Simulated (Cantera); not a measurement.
An isothermal plug-flow reactor at 973 K and 3750 Torr (inlet), inlet velocity 3.6 m/s, active area per volume 630 1/m; feed CO : O2 : N2 : H2O = 0.015 : 0.021 : 0.79 : 0.028 (molar parts).

Model: Deutschmann's 1995 Pt surface mechanism with GRI-Mech 3.0 gas chemistry, integrated in Cantera. Catalytic surfaces can have several steady states; this one follows from the mechanism file's or the stated starting coverage. Mass transfer to the wall is taken as infinitely fast.

One state of this run: x CO = 1.94e-7; x O2 = 0.0159; x H2O = 0.0331; x CO2 = 0.0177; θ free Pt = 0.177; θ O* = 0.815; θ OH* = 0.00767; θ CO* = 2.49e-7. x: gas mole fraction; θ: surface coverage.

### Question
Which value of z (m) does it belong to?
A) 0.0058
B) 0.00022
C) 0.003
D) 0.00042

### Answer
A, 0.0058
